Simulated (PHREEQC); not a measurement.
Solution (25 °C): 0.0024 mol HF and 0.00013 mol (CH3)4NF per kg of water. Closed to the air; pH follows from the charge balance.

Equilibrium calculation in PHREEQC: ion-association model, wateq4f.dat.

Each row changes one thing in this solution. This is a speciation only: nothing precipitates in the calculation.

```csv
case,pH,ionic strength (mol/kgw),HF (mol/kgw),F- (mol/kgw)
as made,3.04,0.00108,0.00143,0.00108
HF left out,7.04,0.000130,1.76e-8,0.000130
0.00032 mol/kgw TMAH added,3.13,0.00122,0.00130,0.00121
(CH3)4NF from 0.00013 to 0.0013 mol/kgw,___,0.00195,0.00172,0.00194
8.4e-05 mol/kgw CaCl2 added,3.04,0.00134,0.00143,0.00108
HF from 0.0024 to 0.0012 mol/kgw,3.24,0.000723,0.000604,___
```

Q: Fill in the missing entries.

A: 
- (CH3)4NF from 0.00013 to 0.0013 mol/kgw, pH: 3.21
- HF from 0.0024 to 0.0012 mol/kgw, F- (mol/kgw): 0.000721

Complexes and solids missing from the database can't appear. Some of these states are supersaturated (in Fluorite, for instance). (CH3)4N+ isn't in the database: it is added as a free cation with an ion size of 4 Å.
